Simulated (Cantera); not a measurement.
A perfectly stirred reactor is fed with H2 : O2 : N2 = 1.1 : 1 : 0.65 (molar parts), at 750 Torr; it is held at 1350 K, and followed from long to short residence time.

Model: GRI-Mech 3.0 (53 species, 325 reactions), integrated in Cantera. The temperature is held fixed by assumption; the heat of reaction is taken as removed at once.

**Question.** What does this change do: temperature 1350 to 1150 K?

**Answer.** 
```csv
quantity,before,after
x(H2) at τ = 4.20 s,3.73e-5,0.00103
x(O2) at τ = 4.20 s,0.205,0.205
x(H2O2) at τ = 4.20 s,1.80e-7,3.21e-6
x(OH) at τ = 4.20 s,0.000144,5.77e-6
x(O) at τ = 4.20 s,2.70e-6,5.53e-7
x(H2) at τ = 22.0 ms,0.00134,0.0282
x(O2) at τ = 22.0 ms,0.205,0.215
x(H2O2) at τ = 22.0 ms,2.54e-6,0.000216
x(OH) at τ = 22.0 ms,0.000736,3.49e-5
x(O) at τ = 22.0 ms,0.000106,2.30e-5
```

**Question.** What does this change do: temperature 1350 to 825 K?

**Answer.** 
| quantity | before | after |
|---|---|---|
| x(H2) at τ = 4.20 s | 3.73e-5 | 0.382 |
| x(O2) at τ = 4.20 s | 0.205 | 0.356 |
| x(H2O2) at τ = 4.20 s | 1.80e-7 | 0.00149 |
| x(OH) at τ = 4.20 s | 0.000144 | 1.26e-9 |
| x(O) at τ = 4.20 s | 2.70e-6 | 9.79e-10 |
| x(H2) at τ = 22.0 ms | 0.00134 | 0.400 |
| x(O2) at τ = 22.0 ms | 0.205 | 0.364 |
| x(H2O2) at τ = 22.0 ms | 2.54e-6 | 9.14e-9 |
| x(OH) at τ = 22.0 ms | 0.000736 | <1e-12 |
| x(O) at τ = 22.0 ms | 0.000106 | <1e-12 |
Below about 950 K walls govern HO2 and H2O2 in real vessels.
